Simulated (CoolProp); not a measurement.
Vapour-liquid equilibrium of CH2F2 (R32) (1) + R227EA (2) at 256.5 K; x and y are mole fractions of (1).

Values from CoolProp's multi-fluid Helmholtz-energy mixture model, Tillner-Roth 1997 and Lemmon 2016; pair parameters Bell 2016.

```csv
x,bubble pressure (MPa),y at the bubble point,dew pressure at overall composition x (MPa),liquid density (mol/L)
0.05,0.1221,0.213,0.1044,9.379
0.2,0.1905,0.561,0.1205,10.35
0.35,0.2544,0.720,0.1423,11.51
0.5,0.3097,0.811,0.1737,12.92
0.65,0.3573,0.873,0.2220,14.69
0.8,0.4010,0.926,0.3021,16.99
0.95,0.4446,0.980,0.4210,20.07
```

No azeotrope shows between x = 0.05 and 0.95.

The pair parameters rest on a limited set of measurements; away from them the model extrapolates.
